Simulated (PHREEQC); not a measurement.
A solution holds 0.058 mol/kgw CuCl2, 0.24 mol/kgw HCl and 0.00012 mol/kgw FeCl3, at 20 °C. Closed to the air; pH follows from the charge balance.

The numbers come from PHREEQC with the ion-association model, phreeqc.dat.

Precipitation was switched off in this run.

Task: Order these Cu species by the share of Cu that they hold, largest first: CuCl2, Cu+2, CuCl+.

Result: Cu+2 (83 %), CuCl+ (16 %), CuCl2 (1.2 %)

The pH is 0.73 and the ionic strength 0.394 mol/kgw.
